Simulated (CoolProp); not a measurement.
A closed Brayton cycle with dry air: compressor inlet 321.15 K and 2 MPa, high pressure 4.29 MPa, turbine inlet 695 K, compressor efficiency 0.8, turbine efficiency 0.93, recuperator effectiveness 0.9 (on enthalpy, no pinch check). Each further row changes one setting.

Values from CoolProp's reference Helmholtz-energy equation of state, Lemmon 2000. It is a pseudo-pure fit of the blend.

```
case                           thermal efficiency (%)  net work (kJ/kg)  compressor to turbine work  compressor exit (K)  turbine exit (K)
-----------------------------  ----------------------  ----------------  --------------------------  -------------------  ----------------
as stated                                        20.8              30.7                        0.76                419.0             573.8
turbine inlet 645 K                              15.9              21.2                        0.82                419.0             531.4
compressor inlet 331.15 K                  (withheld)              27.5                        0.79                431.9             573.8
high pressure 3.65 MPa                           22.3        (withheld)                        0.73           (withheld)        (withheld)
recuperator effectiveness 0.5                    14.5              30.7                        0.76                419.0             573.8
```

Question: Fill in the missing entries.

Answer: 
- compressor inlet 331.15 K, thermal efficiency (%): 18.8
- high pressure 3.65 MPa, net work (kJ/kg): 28.2
- high pressure 3.65 MPa, compressor exit (K): 396.5
- high pressure 3.65 MPa, turbine exit (K): 597.7
